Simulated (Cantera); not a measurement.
**Ammonia decomposition in nitride growth gas**

An isothermal, constant-pressure homogeneous reactor starts with NH₃ : H₂ = 1 : 0.15 (molar parts), at 1798 K and 58.5 Torr.

Model: the gas-phase N/H chemistry of the illustrative SiF4/NH3 mechanism in the Surface Chemkin manual (1991), integrated in Cantera. Walls and surfaces, which speed up NH3 decomposition in real reactors, are not modelled.

| t (s) | x NH₃ | x H₂ | x N₂H₂ | x N₂ | x H |
|---|---|---|---|---|---|
| 2.00e-5 | 0.870 | 0.130 | 8.03e-12 | <1e-12 | 1.83e-7 |
| 7.73e-5 | 0.870 | 0.130 | 3.72e-10 | 2.75e-11 | 5.60e-7 |
| 0.000299 | 0.870 | 0.130 | 1.08e-8 | 1.06e-8 | 2.01e-6 |
| 0.00116 | 0.869 | 0.130 | 2.22e-7 | 1.66e-6 | 7.54e-6 |
| 0.00447 | 0.869 | 0.131 | 2.57e-6 | 0.000119 | 2.24e-5 |
| 0.0173 | 0.864 | 0.134 | 3.53e-6 | 0.00132 | 2.65e-5 |
| 0.0669 | 0.846 | 0.147 | 3.40e-6 | 0.00607 | 2.92e-5 |
| 0.259 | 0.782 | 0.194 | 2.97e-6 | 0.0231 | 3.92e-5 |
| 1.00 | 0.592 | 0.334 | 1.91e-6 | 0.0742 | 7.38e-5 |
x: mole fraction; the columns are a selection and need not sum to one.

Equilibrium at this temperature and pressure: NH₃ 7.34e-7, H₂ 0.766, N₂H₂ <1e-12, N₂ 0.232, H 0.00111 (gas phase only).
